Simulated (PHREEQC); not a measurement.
0.042 g of hydrous ferric oxide (600 m²/g; 0.2 weak and 0.005 strong sites per Fe, Dzombak-Morel constants, diffuse double layer) in 1 kg of water with 0.05 mol/kgw of an inert sodium salt and 8e-05 mol NiCl2, at 25 °C; the pH is set by adding NaOH or the inert anion's acid. Oxygen alone is held at its pressure in air (log pO2 = -0.68). The system is closed to CO2. Precipitation was switched off in this run.

Base run: PHREEQC, ion-association model, wateq4f.dat. Each further column changes one thing. The table gives surface charge σ (C/m²).

```json
[
 {"pH": "3", "base": "0.357", "background salt from 0.05 to 0.005 mol/kgw": "0.304", "oxide from 0.042 to 0.21 g/kgw": "0.357", "3.4e-05 mol/kgw CuSO4 added": "0.177"},
 {"pH": "3.67", "base": "0.323", "background salt from 0.05 to 0.005 mol/kgw": "0.223", "oxide from 0.042 to 0.21 g/kgw": "0.323", "3.4e-05 mol/kgw CuSO4 added": "0.168"},
 {"pH": "4.33", "base": "0.258", "background salt from 0.05 to 0.005 mol/kgw": "0.149", "oxide from 0.042 to 0.21 g/kgw": "0.258", "3.4e-05 mol/kgw CuSO4 added": "0.149"},
 {"pH": "5.67", "base": "0.116", "background salt from 0.05 to 0.005 mol/kgw": "0.052", "oxide from 0.042 to 0.21 g/kgw": "0.116", "3.4e-05 mol/kgw CuSO4 added": "0.097"},
 {"pH": "6.33", "base": "0.070", "background salt from 0.05 to 0.005 mol/kgw": "0.029", "oxide from 0.042 to 0.21 g/kgw": "0.069", "3.4e-05 mol/kgw CuSO4 added": "0.083"},
 {"pH": "7", "base": "0.041", "background salt from 0.05 to 0.005 mol/kgw": "0.016", "oxide from 0.042 to 0.21 g/kgw": "0.039", "3.4e-05 mol/kgw CuSO4 added": "0.067"},
 {"pH": "7.67", "base": "0.031", "background salt from 0.05 to 0.005 mol/kgw": "0.012", "oxide from 0.042 to 0.21 g/kgw": "0.021", "3.4e-05 mol/kgw CuSO4 added": "0.050"},
 {"pH": "8.33", "base": "0.028", "background salt from 0.05 to 0.005 mol/kgw": "0.011", "oxide from 0.042 to 0.21 g/kgw": "0.003", "3.4e-05 mol/kgw CuSO4 added": "0.037"},
 {"pH": "9.67", "base": "0.019", "background salt from 0.05 to 0.005 mol/kgw": "0.007", "oxide from 0.042 to 0.21 g/kgw": "-0.037", "3.4e-05 mol/kgw CuSO4 added": "0.019"},
 {"pH": "10.33", "base": "0.002", "background salt from 0.05 to 0.005 mol/kgw": "0.001", "oxide from 0.042 to 0.21 g/kgw": "-0.071", "3.4e-05 mol/kgw CuSO4 added": "0.002"},
 {"pH": "11", "base": "-0.022", "background salt from 0.05 to 0.005 mol/kgw": "-0.008", "oxide from 0.042 to 0.21 g/kgw": "-0.118", "3.4e-05 mol/kgw CuSO4 added": "-0.021"}
]
```

In at least one series the solution becomes supersaturated in solids that the run did not let form, among them Ni(OH)2. The oxide is taken as insoluble; below pH 4 it would dissolve. The database's constant for dissolved Cu(OH)2 is higher than later reviews accept.
